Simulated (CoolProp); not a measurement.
A closed Brayton cycle with carbon dioxide: compressor inlet 322.15 K and 7.6 MPa, high pressure 24.1 MPa, turbine inlet 775 K, compressor efficiency 0.8, turbine efficiency 0.85, recuperator effectiveness 0.8 (on enthalpy, no pinch check). Each further row changes one setting.

The numbers come from the reference Helmholtz-energy equation of state, Span 1996 in CoolProp.

```tsv
case	thermal efficiency (%)	net work (kJ/kg)	compressor to turbine work	compressor exit (K)	turbine exit (K)
as stated	24.9	64.5	0.51	424.0	650.1
turbine inlet 725 K	22.8	54.5	0.55	424.0	604.5
compressor inlet 332.15 K	23.1	57.0	0.56	440.6	650.1
high pressure 20.5 MPa	24.3	59.0	0.48	409.0	667.1
recuperator effectiveness 0.5	19.2	64.5	0.51	424.0	650.1
```
